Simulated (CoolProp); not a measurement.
The numbers come from the reference Helmholtz-energy equation of state, Platzer 1990 in CoolProp. This equation is an older, rougher fit.

Q: For CF4 (R14), give the phase and the viscosity (µPa s), conductivity (mW/(m K)) at 262 K and 101 kPa; 364.1 K and 101 kPa.

A: 
- 262 K and 101 kPa: gas; viscosity 15.4, conductivity 13.2
- 364.1 K and 101 kPa: gas; viscosity 20.4, conductivity 21.4

Viscosity comes from a separate model (Huber 2003), an estimate that may be off by 10 % or more. Thermal conductivity comes from a separate model (Huber 2003), an estimate that may be off by 10 % or more.
